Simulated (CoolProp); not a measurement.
The fluid at 298.15 K and 4.74 MPa flows at 1.7 m/s in a round tube of 10 mm bore and 1.5 µm roughness, fully developed (64/Re and Nu = 3.66 if laminar; Colebrook and Gnielinski if turbulent). The same conditions are run with several fluids, on thermodynamics alone (safety and materials aside).

Values from CoolProp's reference Helmholtz-energy equation of state of each fluid (R407C: Lemmon 2003; propylene: Lemmon 2013; n-nonane: Lemmon 2006; R11: Jacobsen 1992; R236EA: Rui 2013). Blends and air are pseudo-pure fits.

Rank R407C, propylene, n-nonane, R11, R236EA by Reynolds number, highest first.

R407C (121000), propylene (86900), R236EA (58900), R11 (55600), n-nonane (17700)

| fluid | Darcy friction factor | pressure drop (Pa/m) | heat-transfer coefficient (W/(m² K)) | mass flow (kg/h) |
|---|---|---|---|---|
| R407C | 0.0181 | 3050 | 4140 | 559 |
| propylene | 0.0192 | 1440 | 3700 | 249 |
| n-nonane | 0.0270 | 2800 | 2100 | 345 |
| R11 | 0.0210 | 4510 | 2680 | 715 |
| R236EA | 0.0207 | 4320 | 3040 | 694 |

Transport values come from each fluid's own correlations; those of propylene, R11, R236EA are estimates that may be off by 10 % or more.
